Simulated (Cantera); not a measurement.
What does this Cantera script print?

```python
import numpy as np
import cantera as ct

gas_names = """
    F F2 H HF H2 H2F2 H3F3 H4F4 H5F5 H6F6 H7F7 N NF NF2 NF3 NH NH2 NH3 N2 N2H2 N2H4 Si SiF SiF2 SiF3
    SiF4 SiH SiHF3 SiH2 SiH2F2 SiH3 SiH3F SiH4 SiN Si2 Si2N Si3
""".split()
cond_names = """
    Si(cr) Si(L) Si3N4(a)
""".split()


# ... load() reads the species with a 1 bar reference pressure and builds the phases ...
atoms = {
    'SiF4': {'Si': 1, 'F': 4},
    'NH3': {'N': 1, 'H': 3},
    'N2': {'N': 2},
}
top_T = {'Si3N4(a)': 2400}  # K; cautious upper limits of use, not melting points


# ... equilibrate(T, P, feed) seeds the gas with the atoms and calls Mixture.equilibrate('TP', solver="vcs", rtol=1e-11, max_steps=5000) ...
results = []
feed = {'SiF4': 1, 'NH3': 0.17, 'N2': 12}  # mol
for P in [5, 21, 85, 350, 1400, 5900, 24000, 100000]:
    for T in [873, 1023, 1173, 1323, 1473, 1623, 1773, 1923, 2073]:
        mix = equilibrate(T, P, feed)
        results.append((T, P, feed, dict(zip(mix.species_names, mix.species_moles))))

for T, P, feed, n in results:
    print(f"{T:7g} {P:10.4g}  " + (" + ".join(c for c in cond_names if n.get(c, 0) > 1e-12) or "gas only"))
```

Output:

```
    873          5  Si3N4(a)
   1023          5  Si3N4(a)
   1173          5  gas only
   1323          5  gas only
   1473          5  gas only
   1623          5  gas only
   1773          5  gas only
   1923          5  gas only
   2073          5  gas only
    873         21  Si3N4(a)
   1023         21  Si3N4(a)
   1173         21  gas only
   1323         21  gas only
   1473         21  gas only
   1623         21  gas only
   1773         21  gas only
   1923         21  gas only
   2073         21  gas only
    873         85  Si3N4(a)
   1023         85  Si3N4(a)
   1173         85  gas only
   1323         85  gas only
   1473         85  gas only
   1623         85  gas only
   1773         85  gas only
   1923         85  gas only
   2073         85  gas only
    873        350  Si3N4(a)
   1023        350  Si3N4(a)
   1173        350  Si3N4(a)
   1323        350  gas only
   1473        350  gas only
   1623        350  gas only
   1773        350  gas only
   1923        350  gas only
   2073        350  gas only
    873       1400  Si3N4(a)
   1023       1400  Si3N4(a)
   1173       1400  Si3N4(a)
   1323       1400  gas only
   1473       1400  gas only
   1623       1400  gas only
   1773       1400  gas only
   1923       1400  gas only
   2073       1400  gas only
    873       5900  Si3N4(a)
   1023       5900  Si3N4(a)
   1173       5900  Si3N4(a)
   1323       5900  gas only
   1473       5900  gas only
   1623       5900  gas only
   1773       5900  gas only
   1923       5900  gas only
   2073       5900  gas only
    873    2.4e+04  Si3N4(a)
   1023    2.4e+04  Si3N4(a)
   1173    2.4e+04  Si3N4(a)
   1323    2.4e+04  gas only
   1473    2.4e+04  gas only
   1623    2.4e+04  gas only
   1773    2.4e+04  gas only
   1923    2.4e+04  gas only
   2073    2.4e+04  gas only
    873      1e+05  Si3N4(a)
   1023      1e+05  Si3N4(a)
   1173      1e+05  Si3N4(a)
   1323      1e+05  Si3N4(a)
   1473      1e+05  gas only
   1623      1e+05  gas only
   1773      1e+05  gas only
   1923      1e+05  gas only
   2073      1e+05  gas only
```

These are equilibrium values from Cantera (NASA tables, ideal gas, pure condensed phases), not measurements of a reactor. The tables' values for SiF2, SiF3 are old estimates.
